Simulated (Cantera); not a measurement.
# SiH₂Cl₂ + C₂H₄ + H₂ + C₃H₈ (silicon carbide growth)

Input: 1 mol SiH₂Cl₂, 0.11 mol C₂H₄, 760 mol H₂, 0.39 mol C₃H₈, at 1100 K and 0.0100 bar.

These are equilibrium values from Cantera (NASA tables, ideal gas, pure condensed phases), not measurements of a reactor. Candidate condensed phases: C, C₆H₆, C₇H₈, C₈H₁₈, Si, SiC; 109 gas species. Rates play no part.

```
Quantity                             Result
--------------------------------  ---------
x(H₂)                                 0.997
x(HCl)                              0.00262
x(CH₄)                             0.000357
n(C(graphite))                    0.118 mol
n(SiC(s))                         1.000 mol
gas amount                        763.5 mol
log10 activity of Si(s) (absent)      -3.06
```
